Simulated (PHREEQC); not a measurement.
1 kg of water holding 28 mmol/kgw Na2CO3 and 36 mmol/kgw NaCl is evaporated at 25 °C; the solids stay in contact with the brine. The system is closed to CO2. The run lets Halite, Nahcolite, Natron, Trona precipitate or redissolve, and no other solid.

Base run: PHREEQC, Pitzer model, pitzer.dat. Each further column changes one thing. The table gives ionic strength.

```csv
H2O removed (mol),base,temperature from 25 to 5 °C
0,0.118,?
24.69,0.214,?
38.4,0.387,?
46.01,0.698,0.699
50.23,1.26,1.26
51.94,1.86,?
53.53,3.36,3.36
54.41,6.05,6.06
54.9,10.9,10.9
55.17,12.2,?
```

What belongs in the gaps?


- 0, temperature from 25 to 5 °C: 0.119
- 24.69, temperature from 25 to 5 °C: 0.215
- 38.4, temperature from 25 to 5 °C: 0.388
- 51.94, temperature from 25 to 5 °C: 1.87
- 55.17, temperature from 25 to 5 °C: 16.0

 Constants without temperature data keep their 25 °C values here.
